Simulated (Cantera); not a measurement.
## Gas activation for diamond growth

A perfectly stirred reactor is fed with CH4 : H2 : H = 0.022 : 1 : 0.0036 (molar parts), at 19.5 Torr; it is held at 2198 K, and followed from long to short residence time.

Cantera simulation using GRI-Mech 3.0 (53 species, 325 reactions); the numbers are that mechanism's predictions, not measurements. GRI-Mech 3.0 stops at C3 and has no aromatics, soot or wall deposition, so with more carbon than oxygen in the feed, carbon stays in small species such as C2H2 where larger ones or solid carbon would form. Radical loss at walls, strong at low pressure, is not modelled.

```json
[
 {"τ (s)": "2.5", "x CH4": "0.000150", "x H2": "0.959", "x H": "0.0308", "x C2H2": "0.0102", "x C2H6": "4.11e-10", "x CH2": "4.18e-6"},
 {"τ (s)": "0.97", "x CH4": "0.000283", "x H2": "0.962", "x H": "0.0279", "x C2H2": "0.0101", "x C2H6": "1.35e-9", "x CH2": "6.39e-6"},
 {"τ (s)": "0.37", "x CH4": "0.000578", "x H2": "0.965", "x H": "0.0241", "x C2H2": "0.00996", "x C2H6": "4.98e-9", "x CH2": "9.55e-6"},
 {"τ (s)": "0.14", "x CH4": "0.00122", "x H2": "0.968", "x H": "0.0203", "x C2H2": "0.00956", "x C2H6": "1.90e-8", "x CH2": "1.38e-5"},
 {"τ (s)": "0.056", "x CH4": "0.00242", "x H2": "0.971", "x H": "0.0170", "x C2H2": "0.00882", "x C2H6": "6.37e-8", "x CH2": "1.86e-5"},
 {"τ (s)": "0.022", "x CH4": "0.00465", "x H2": "0.972", "x H": "0.0142", "x C2H2": "0.00749", "x C2H6": "1.97e-7", "x CH2": "2.37e-5"},
 {"τ (s)": "0.0084", "x CH4": "0.00837", "x H2": "0.973", "x H": "0.0117", "x C2H2": "0.00536", "x C2H6": "5.21e-7", "x CH2": "2.73e-5"},
 {"τ (s)": "0.0033", "x CH4": "0.0130", "x H2": "0.972", "x H": "0.00935", "x C2H2": "0.00284", "x C2H6": "9.74e-7", "x CH2": "2.61e-5"},
 {"τ (s)": "0.0013", "x CH4": "0.0171", "x H2": "0.973", "x H": "0.00679", "x C2H2": "0.000894", "x C2H6": "1.12e-6", "x CH2": "1.83e-5"},
 {"τ (s)": "0.00049", "x CH4": "0.0193", "x H2": "0.974", "x H": "0.00450", "x C2H2": "0.000152", "x C2H6": "7.86e-7", "x CH2": "9.41e-6"},
 {"τ (s)": "0.00019", "x CH4": "0.0201", "x H2": "0.975", "x H": "0.00335", "x C2H2": "2.28e-5", "x C2H6": "4.94e-7", "x CH2": "5.27e-6"}
]
```
x: mole fraction; the columns are a selection and need not sum to one.
